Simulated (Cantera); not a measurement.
What does this Cantera script print?

```python
import numpy as np
import cantera as ct

gas = ct.Solution("gri30.yaml")
gas.TPX = 1925, 67, {'CH4': 1, 'N2': 110}
reactor = ct.IdealGasConstPressureReactor(gas, energy="off", clone=False)
net = ct.ReactorNet([reactor])
net.rtol, net.atol = 1e-08, 1e-18
show = ['CH4', 'CH2', 'HCN', 'C2H', 'H']
times = np.geomspace(8e-06, 80, 14)

steps = ct.SolutionArray(gas, extra=["t"])
rows = []
print(f"{'t/s':>10s}{'T/K':>9s}{'P/Pa':>11s}" + "".join(f"{s:>11s}" for s in show))
for t in times:
    while net.time < t:
        t_next = net.step()
        steps.append(gas.state, t=t_next)
    rows.append([np.interp(t, steps.t, y) for y in (steps.T, steps.P, *steps(*show).X.T)])
    print(f"{t:10.3e}{rows[-1][0]:9.1f}{rows[-1][1]:11.4g}" + "".join(f"{x:11.3e}" for x in rows[-1][2:]))
rate = np.gradient(steps.T, steps.t)
print("integrator steps:", len(steps.t))
if steps.T.max() > steps.T[0] + 200:
    print(f"time of steepest temperature rise: {steps.t[rate.argmax()]:.4e} s")
gas.TPX = 1925, 67, {'CH4': 1, 'N2': 110}
gas.equilibrate("TP")
print(f"equilibrium (TP): T = {gas.T:.1f} K  " + "  ".join(f"{s} {gas[s].X[0]:.3e}" for s in show))
```

It prints:

```
       t/s      T/K       P/Pa        CH4        CH2        HCN        C2H          H
 8.000e-06   1925.0         67  9.009e-03  6.861e-17  1.429e-20  2.431e-33  1.030e-08
 2.764e-05   1925.0         67  9.009e-03  8.759e-16  5.766e-19  1.489e-30  3.548e-08
 9.550e-05   1925.0         67  9.009e-03  1.481e-14  2.260e-17  1.227e-27  1.213e-07
 3.300e-04   1925.0         67  9.009e-03  4.077e-13  8.331e-16  1.560e-24  4.046e-07
 1.140e-03   1925.0         67  9.007e-03  1.451e-11  2.529e-14  2.569e-21  1.240e-06
 3.939e-03   1925.0         67  9.002e-03  5.015e-10  5.771e-13  4.821e-18  2.949e-06
 1.361e-02   1925.0         67  8.978e-03  1.106e-08  1.284e-11  6.856e-15  4.153e-06
 4.702e-02   1925.0         67  8.891e-03  1.196e-07  3.557e-10  5.236e-12  4.509e-06
 1.625e-01   1925.0         67  8.543e-03  8.710e-07  1.427e-08  2.522e-09  8.678e-06
 5.614e-01   1925.0         67  6.157e-03  4.269e-06  1.174e-06  1.693e-07  5.297e-05
 1.940e+00   1925.0         67  1.406e-03  3.613e-06  2.102e-05  6.832e-07  1.460e-04
 6.701e+00   1925.0         67  1.472e-04  1.131e-06  7.223e-05  1.162e-06  2.435e-04
 2.315e+01   1925.0         67  7.210e-06  1.144e-07  1.277e-04  1.626e-06  3.410e-04
 8.000e+01   1925.0         67  1.183e-07  3.821e-09  1.370e-04  2.262e-06  4.727e-04
integrator steps: 1034
equilibrium (TP): T = 1925.0 K  CH4 2.585e-10  CH2 7.699e-10  HCN 8.519e-03  C2H 8.499e-07  H 3.973e-03
```

Model: GRI-Mech 3.0 (53 species, 325 reactions), integrated in Cantera. GRI-Mech 3.0 stops at C3 and has no aromatics, soot or wall deposition, so with more carbon than oxygen in the feed, carbon stays in small species such as C2H2 where larger ones or solid carbon would form. Radical loss at walls, strong at low pressure, is not modelled.
